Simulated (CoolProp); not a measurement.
Benzene along the isobar 14.7 MPa: Z from the reference equation and from simpler models built on Tc = 562.0 K, pc = 4.906 MPa, ω = 0.211; each cubic takes its own stable root.

Computed with CoolProp (reference Helmholtz-energy equation of state, Thol 2012).

| T (K) | phase | reference |
|---|---|---|
| 395.9 | liquid | 0.4436 |
| 410.9 | liquid | 0.4362 |
| 425.8 | liquid | 0.4299 |
| 440.8 | liquid | 0.4245 |
| 455.7 | liquid | 0.4202 |
| 470.6 | liquid | 0.4169 |
| 485.6 | liquid | 0.4146 |
| 500.5 | liquid | 0.4134 |
| 515.4 | liquid | 0.4133 |
| 530.4 | liquid | 0.4146 |
| 545.3 | liquid | 0.4173 |
| 560.3 | liquid | 0.4218 |
| 575.2 | supercritical | 0.4283 |
| 590.1 | supercritical | 0.4371 |
| 605.1 | supercritical | 0.4488 |
| 620 | supercritical | 0.4635 |

### Question
How far does each simpler model (Redlich-Kwong, Peng-Robinson) lie from the reference over these 16 states: mean and median of the absolute difference, and the worst?

### Answer
- Redlich-Kwong: mean 10.9 %, median 10.9 %, worst +11.7 % at 560.3 K and 14.7 MPa
- Peng-Robinson: mean 3.0 %, median 3.4 %, worst +4.7 % at 620 K and 14.7 MPa
